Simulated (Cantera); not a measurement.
A closed system holds: 1 mol Si, 0.8 mol HCl, 0.24 mol H2, equilibrated at 648 K and 100000 Pa.

Equilibrium computed with Cantera from the NASA thermochemical tables; the gas is ideal and each condensed phase is pure. Candidate condensed phases: Si; 19 gas species. The numbers say what is thermodynamically allowed, not how fast it happens.

What is the equilibrium state?


```
Property         Value
----------  ----------
x(H2)            0.733
x(SiCl4)         0.176
x(SiHCl3)       0.0887
x(SiH2Cl2)     0.00258
x(HCl)        0.000113
x(SiH3Cl)      1.54e-5
x(SiCl3)       1.62e-6
n(Si(s))     0.781 mol
gas amount  0.8207 mol
```
